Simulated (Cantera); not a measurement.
An isothermal, constant-pressure homogeneous reactor starts with CO : O2 : H2O : N2 : CH4 = 0.012 : 0.0021 : 0.00028 : 1 : 0.0049 (molar parts), equivalence ratio 7.5, at 1400 K and 0.930 bar.

Detailed kinetics in Cantera: GRI-Mech 3.0 (53 species, 325 reactions).

### Question
Predict: x(CO) at 30.0 s; x(H2O) at 30.0 s.

### Answer
```
Property                                            Value
----------------  ---------------------------------------
x(CO) at 30.0 s     0.0119 (gas-phase equilibrium 0.0161)
x(H2O) at 30.0 s  0.00146 (gas-phase equilibrium 8.99e-8)
```
